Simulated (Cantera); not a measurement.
Gas mixture: H₂ : NH₃ : CH₄ : N₂ = 0.64 : 0.13 : 0.92 : 0.54 (molar parts), at 6.10 bar, frozen composition.

Cantera's kinetic-theory transport with the Lennard-Jones parameters of GRI-Mech 3.0, ideal gas; thermal conductivity in the multicomponent form. Polar gases are described roughly by these parameters. The composition is frozen, though it would react at the higher temperatures.

D: mixture-averaged diffusion coefficient of that species in the mixture.

```
T (K)  ρ (kg/m³)  cp (J/kg/K)  μ (µPa s)  λ (mW/m/K)     Pr  D (cm²/s) NO  D (cm²/s) CH₃  D (cm²/s) C₂H₂
-----  ---------  -----------  ---------  ----------  -----  ------------  -------------  --------------
400         2.75         2302       17.2        72.7  0.546        0.0750         0.0791          0.0611
650         1.69         2771       24.5         117  0.579         0.173          0.184           0.144
900         1.22          ___        ___         ___  0.598           ___            ___             ___
1150       0.955         3558       36.2         212  0.608         0.450          0.482           0.380
1400       0.785         3837        ___         ___  0.613           ___            ___             ___
1650       0.666         4057       46.0         303  0.616         0.821          0.880           0.696
```

Q: What belongs in the gaps?

A: 
- 900, cp (J/kg/K): 3201
- 900, μ (µPa s): 30.7
- 900, λ (mW/m/K): 164
- 900, D (cm²/s) NO: 0.299
- 900, D (cm²/s) CH₃: 0.319
- 900, D (cm²/s) C₂H₂: 0.251
- 1400, μ (µPa s): 41.3
- 1400, λ (mW/m/K): 258
- 1400, D (cm²/s) NO: 0.625
- 1400, D (cm²/s) CH₃: 0.670
- 1400, D (cm²/s) C₂H₂: 0.529
